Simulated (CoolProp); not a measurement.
Vapour pressure (MPa) of n-perfluorohexane: the reference equation beside estimates from Tc = 174.9 °C, pc = 1.742 MPa, ω = 0.497. Clausius-Clapeyron is anchored at 66.15 °C with a constant enthalpy of vaporisation of 27.67 kJ/mol.

Computed with CoolProp (reference Helmholtz-energy equation of state, Gao 2022).

```
T (°C)  reference  Clausius-Clapeyron  van der Waals  Soave-Redlich-Kwong
------  ---------  ------------------  -------------  -------------------
16.55     0.02004             0.02540         0.2301              0.01998
33.05     0.04135             0.04717         0.3087              0.04127
49.65     0.07809             0.08250         0.4039              0.07819
66.15      0.1362              0.1362         0.5157               0.1370
82.65      0.2232              0.2146         0.6455               0.2258
99.25      0.3484              0.3257         0.7952               0.3544
115.75     0.5198              0.4758         0.9640               0.5313
132.25     0.7492              0.6740          1.153               0.7680
```

Absolute difference from the reference over all 8 rows, mean and median: Clausius-Clapeyron 9.4 and 7.5 %, van der Waals 355.9 and 233.9 %, Soave-Redlich-Kwong 1.1 and 0.9 %.
